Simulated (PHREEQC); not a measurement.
Dissolve 0.061 mol NH3, 0.0019 mol K2SiO3 and 5.2e-05 mol (CH3)4NCl per kg of water at 46 °C. Closed to the air; pH follows from the charge balance.

The numbers come from PHREEQC with the ion-association model, wateq4f.dat.

The ionic strength comes out as 0.00440 mol/kgw. What activity coefficients do K+, NH4+, H2SiO4-2, H3SiO4-, OH- get?

K+ 0.93, NH4+ 0.93, H2SiO4-2 0.75, H3SiO4- 0.93, OH- 0.93.

This is a speciation only: nothing precipitates in the calculation. (CH3)4N+ isn't in the database: it is added as a free cation with an ion size of 4 Å. At this temperature some constants are extrapolated from 25 °C, and those without enthalpy data are left unchanged.
